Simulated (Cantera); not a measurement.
## Catalytic stagnation flow on Pt

A jet of H₂ : O₂ : N₂ = 0.014 : 0.11 : 0.79 (molar parts), equivalence ratio 0.064 at 300 K and 0.0217 atm hits a platinum plate 2.7 cm away at a mass flux of 0.03 kg/m²/s; the plate temperature is set and raised in steps from an oxygen-covered start.

Model: Deutschmann's 1995 Pt surface mechanism with GRI-Mech 3.0 gas chemistry, integrated in Cantera. Catalytic surfaces can have several steady states; this one follows from the mechanism file's or the stated starting coverage.

```
plate T (K)  wall x H₂  wall x O₂  wall x H₂O  wall x OH  θ free Pt   θ O*     θ OH*
-----------  ---------  ---------  ----------  ---------  ---------  -----  --------
700            0.00384      0.108      0.0217      <1e-8     0.0771  0.922   0.00118
750            0.00316      0.108      0.0228      <1e-8      0.104  0.895  0.000995
800            0.00242      0.107      0.0241      <1e-8      0.150  0.849  0.000896
850            0.00186      0.106      0.0250    1.77e-8      0.210  0.789  0.000807
900            0.00149      0.106      0.0255    5.61e-8      0.278  0.721  0.000715
```
x: mole fraction at the wall; θ: surface coverage.
